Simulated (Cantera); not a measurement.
Cantera run, input and output.

```python
import numpy as np
import cantera as ct

gas = ct.Solution("gri30.yaml")
gas.TPX = 1300, 9800, {'N2O': 3.7, 'N2': 1.2}
inlet = ct.Reservoir(gas, clone=True)

reactor = ct.IdealGasConstPressureReactor(gas, energy="off", clone=False)
exhaust = ct.Reservoir(gas, clone=True)
tau = [18, 7.4, 3, 1.2, 0.51, 0.21, 0.085, 0.035, 0.014, 0.0058][0]
for a, b in ((inlet, reactor), (reactor, exhaust)):
    ct.MassFlowController(a, b, mdot=lambda t: reactor.mass / tau)
net = ct.ReactorNet([reactor])
show = ['N2O', 'NO', 'O', 'O2', 'NO2']

rows = []
print(f"{'tau/s':>10s}{'T/K':>9s}" + "".join(f"{s:>11s}" for s in show))
for tau in [18, 7.4, 3, 1.2, 0.51, 0.21, 0.085, 0.035, 0.014, 0.0058]:
    net.initial_time = 0.0
    net.advance(30 * tau)
    before = gas.X
    net.advance(40 * tau)
    drift = np.max(np.abs(gas.X - before) / (gas.X + 1e-9))
    rows.append([gas.T, *gas[show].X, drift])
    print(f"{tau:10.3e}{gas.T:9.1f}" + "".join(f"{x:11.3e}" for x in gas[show].X))
```

Result:

```
     tau/s      T/K        N2O         NO          O         O2        NO2
 1.800e+01   1300.0  8.619e-02  6.460e-02  6.180e-06  2.104e-01  6.733e-05
 7.400e+00   1300.0  1.735e-01  5.951e-02  6.879e-06  1.813e-01  6.003e-05
 3.000e+00   1300.0  3.151e-01  4.636e-02  7.276e-06  1.365e-01  4.503e-05
 1.200e+00   1300.0  4.823e-01  2.913e-02  7.467e-06  8.443e-02  2.696e-05
 5.100e-01   1300.0  6.081e-01  1.577e-02  7.545e-06  4.544e-02  1.376e-05
 2.100e-01   1300.0  6.866e-01  7.367e-03  7.579e-06  2.116e-02  5.820e-06
 8.500e-02   1300.0  7.258e-01  3.157e-03  7.591e-06  9.058e-03  2.059e-06
 3.500e-02   1300.0  7.427e-01  1.330e-03  7.589e-06  3.815e-03  6.153e-07
 1.400e-02   1300.0  7.501e-01  5.364e-04  7.572e-06  1.537e-03  1.425e-07
 5.800e-03   1300.0  7.530e-01  2.218e-04  7.529e-06  6.357e-04  2.933e-08
```

Cantera simulation using GRI-Mech 3.0 (53 species, 325 reactions); the numbers are that mechanism's predictions, not measurements. GRI-Mech 3.0 was tuned for natural gas; its chemistry of N2O as a main component is partial and can be far from experiment. The mechanism lacks the step 2 NO + O2 → 2 NO2, which can matter for NO2 below about 1400 K. The temperature is held fixed by assumption; the heat of reaction is taken as removed at once.
